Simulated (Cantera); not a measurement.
Feed: 1 mol SiO2, 15 mol F2, 1.6 mol O2, at 798 K and 51.0 mbar.

Equilibrium computed with Cantera from the NASA thermochemical tables; the gas is ideal and each condensed phase is pure. Candidate condensed phases: Si, SiO2; 17 gas species. Kinetics and transport are ignored.

Base state: F2 0.755, O2 0.154, SiF4 0.0593, F 0.0310, FO2 1.57e-5 (mole fractions); condensed: gas only.

Q: What changes in the equilibrium state with this change: 1 mol H2S added?

A: 
| species | before | after |
|---|---|---|
| F2 | 0.755 | 0.556 |
| O2 | 0.154 | 0.164 |
| HF | 0 | 0.127 |
| SF6 | 0 | 0.0633 |
| F | 0.0310 | 0.0266 |
| SiF4 | 0.0593 | 0.0633 |
| FO2 | 1.57e-5 | 1.44e-5 |
Further candidate phases: H2O, H2SO4, S.

Q: What changes in the equilibrium state with this change: temperature from 798 K to 950 K?

A: 
| species | before | after |
|---|---|---|
| F2 | 0.755 | 0.604 |
| F | 0.0310 | 0.201 |
| O2 | 0.154 | 0.141 |
| SiF4 | 0.0593 | 0.0542 |
| FO2 | 1.57e-5 | 1.77e-5 |
